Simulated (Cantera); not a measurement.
An isothermal, constant-pressure homogeneous reactor starts with 45.5 % NH3, 54.5 % N2, at 2150 K and 0.0130 bar.

Cantera simulation using the gas-phase N/H chemistry of the illustrative SiF4/NH3 mechanism in the Surface Chemkin manual (1991); the numbers are that mechanism's predictions, not measurements. Walls and surfaces, which speed up NH3 decomposition in real reactors, are not modelled.

x: mole fraction; the columns are a selection and need not sum to one.

```json
[
 {"t (s)": "5.00e-5", "x NH3": "0.455", "x N2H4": "1.27e-12", "x N2": "0.545", "x NH": "2.54e-9", "x N2H2": "2.71e-10", "x H": "1.59e-6", "x NH2": "2.70e-5"},
 {"t (s)": "0.000195", "x NH3": "0.454", "x N2H4": "2.28e-11", "x N2": "0.545", "x NH": "5.66e-8", "x N2H2": "8.27e-9", "x H": "1.60e-6", "x NH2": "0.000110"},
 {"t (s)": "0.000758", "x NH3": "0.454", "x N2H4": "3.54e-10", "x N2": "0.545", "x NH": "1.29e-6", "x N2H2": "1.83e-7", "x H": "1.75e-6", "x NH2": "0.000428"},
 {"t (s)": "0.00295", "x NH3": "0.452", "x N2H4": "[?]", "x N2": "0.545", "x NH": "1.24e-5", "x N2H2": "3.41e-6", "x H": "4.83e-6", "x NH2": "0.00155"},
 {"t (s)": "0.0115", "x NH3": "0.440", "x N2H4": "[?]", "x N2": "0.544", "x NH": "3.24e-5", "x N2H2": "1.14e-5", "x H": "3.26e-5", "x NH2": "0.00255"},
 {"t (s)": "0.0447", "x NH3": "0.390", "x N2H4": "[?]", "x N2": "0.543", "x NH": "4.37e-5", "x N2H2": "9.59e-6", "x H": "0.000117", "x NH2": "0.00202"},
 {"t (s)": "0.174", "x NH3": "0.253", "x N2H4": "[?]", "x N2": "0.539", "x NH": "4.59e-5", "x N2H2": "5.25e-6", "x H": "0.000357", "x NH2": "0.00131"},
 {"t (s)": "0.678", "x NH3": "0.0668", "x N2H4": "4.59e-10", "x N2": "0.533", "x NH": "2.90e-5", "x N2H2": "9.77e-7", "x H": "0.000954", "x NH2": "0.000485"},
 {"t (s)": "2.64", "x NH3": "0.000911", "x N2H4": "1.24e-12", "x N2": "0.530", "x NH": "6.15e-6", "x N2H2": "7.91e-9", "x H": "0.00424", "x NH2": "2.53e-5"},
 {"t (s)": "10.3", "x NH3": "2.47e-7", "x N2H4": "<1e-12", "x N2": "0.525", "x NH": "5.11e-8", "x N2H2": "<1e-12", "x H": "0.0228", "x NH2": "3.79e-8"},
 {"t (s)": "40.0", "x NH3": "4.69e-8", "x N2H4": "<1e-12", "x N2": "0.525", "x NH": "1.18e-8", "x N2H2": "<1e-12", "x H": "0.0250", "x NH2": "7.94e-9"}
]
```

Question: Fill in the missing entries.

Answer: 
- 0.00295, x N2H4: 4.69e-9
- 0.0115, x N2H4: 1.27e-8
- 0.0447, x N2H4: 7.95e-9
- 0.174, x N2H4: 3.36e-9
